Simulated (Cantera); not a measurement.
A closed system holds: 1 mol N₂O, 1.2 mol O₂, 15 mol N₂, equilibrated at 725 K and 0.0280 bar.

These are equilibrium values from Cantera (NASA tables, ideal gas, pure condensed phases), not measurements of a reactor. Kinetics and transport are ignored.

Base state: N₂ 0.904, O₂ 0.0960 (mole fractions); condensed: gas only.

**Question.** What changes in the equilibrium state with this change: N₂O replaced by S?

**Answer.** 
```json
[
 {"species": "N₂", "before": "0.904", "after": "0.937"},
 {"species": "SO₂", "before": "0", "after": "0.0386"},
 {"species": "SO₃", "before": "0", "after": "0.0239"},
 {"species": "O₂", "before": "0.0960", "after": "0.000540"}
]
```
Further candidate phases: S.
